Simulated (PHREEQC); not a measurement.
Solution (20 °C): 1.1 mol NaCl and 0.0028 mol Na2B4O7 per kg of water. It is in equilibrium with CO2 at log p = -3.5 (atm). Otherwise closed; pH follows from the charge balance.

The numbers come from PHREEQC with the Pitzer model, pitzer.dat.

* **pH**: 8.39
* **ionic strength**: 1.11 mol/kgw
* **activity of water**: 0.963
* **density**: 1.042 g/cm³
* **osmotic coefficient**: 0.937
* **total alkalinity**: 5.60 meq/kg

```json
[
 {"species": "Na+", "molality": "1.11", "activity": "0.790", "log γ": "-0.146"},
 {"species": "Cl-", "molality": "1.10", "activity": "0.656", "log γ": "-0.224"},
 {"species": "B(OH)3", "molality": "0.00813", "activity": "0.00801", "log γ": "-0.006"},
 {"species": "B(OH)4-", "molality": "0.00302", "activity": "0.00109", "log γ": "-0.445"},
 {"species": "HCO3-", "molality": "0.00222", "activity": "0.00124", "log γ": "-0.254"},
 {"species": "CO3-2", "molality": "0.000169", "activity": "1.24e-5", "log γ": "-1.135"},
 {"species": "B3O3(OH)4-", "molality": "1.48e-5", "activity": "4.01e-6", "log γ": "-0.567"},
 {"species": "CO2", "molality": "1.04e-5", "activity": "1.24e-5", "log γ": "0.077"},
 {"species": "OH-", "molality": "2.98e-6", "activity": "1.61e-6", "log γ": "-0.268"},
 {"species": "B4O5(OH)4-2", "molality": "9.05e-7", "activity": "2.01e-8", "log γ": "-1.652"}
]
```

No solid was allowed to form. Complexes and solids missing from the database can't appear. In brines, pH and single-ion activities rest on the MacInnes convention.
